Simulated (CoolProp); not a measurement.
The numbers come from the reference Helmholtz-energy equation of state, Thol 2019 in CoolProp.

### Question
For n-hexane, give the phase and the viscosity (µPa s), conductivity (mW/(m K)) at 600 K and 162 kPa.

### Answer
- 600 K and 162 kPa: gas; viscosity 12.5, conductivity 48.8

Viscosity comes from a separate model (Michailidou 2013). Thermal conductivity comes from a separate model (Assael 2013).
